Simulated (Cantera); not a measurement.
Input (Python, Cantera) and output of one run.

```python
import numpy as np
import cantera as ct

gas_names = """
    F F2 H HF H2 H2F2 H3F3 H4F4 H5F5 H6F6 H7F7 N NF NF2 NF3 NH NH2 NH3 N2 N2H2 N2H4 Si SiF SiF2 SiF3
    SiF4 SiH SiHF3 SiH2 SiH2F2 SiH3 SiH3F SiH4 SiN Si2 Si2N Si3
""".split()
cond_names = """
    Si(cr) Si(L) Si3N4(a)
""".split()


# ... load() reads the species with a 1 bar reference pressure and builds the phases ...
atoms = {
    'SiF4': {'Si': 1, 'F': 4},
    'N2': {'N': 2},
    'H2': {'H': 2},
}
top_T = {'Si3N4(a)': 2400}  # K; cautious upper limits of use, not melting points


# ... equilibrate(T, P, feed) seeds the gas with the atoms and calls Mixture.equilibrate('TP', solver="vcs", rtol=1e-11, max_steps=5000) ...
results = []
feed = {'SiF4': 1, 'N2': 8.3, 'H2': 12}  # mol
T = 1173  # K
P = 1333.22  # Pa
mix = equilibrate(T, P, feed)
results.append((T, P, feed, dict(zip(mix.species_names, mix.species_moles))))
x = sorted(zip(gas.X, gas.species_names), reverse=True)
print(f"T = {T:g} K  P = {P:g} Pa  gas = {mix.phase_moles(0):.4g} mol")
print("   x: " + "  ".join(f"{s} {v:.3e}" for v, s in x if v > 1e-06))
print("   condensed (mol): " + ("  ".join(f"{mix.phase(i).name} {mix.phase_moles(i):.4g}"
      for i in range(1, mix.n_phases) if mix.phase_moles(i) > 1e-12) or "none"))
```

It prints:

```
T = 1173 K  P = 1333.22 Pa  gas = 21.3 mol
   x: H2 5.622e-01  N2 3.894e-01  SiF4 4.608e-02  HF 1.871e-03  SiHF3 3.328e-04  SiF3 1.901e-04  SiH2F2 1.191e-06
   condensed (mol): Si3N4(a) 0.002387
```

Method: chemical equilibrium by Gibbs-energy minimisation in Cantera with the NASA 1993 tables (ideal gas, pure condensed phases). N2 is the only nitrogen source here; it is nearly inert below about 1500 K, so the nitride shown seldom forms there in practice. The tables' values for SiF3 are old estimates; treat these amounts as uncertain.
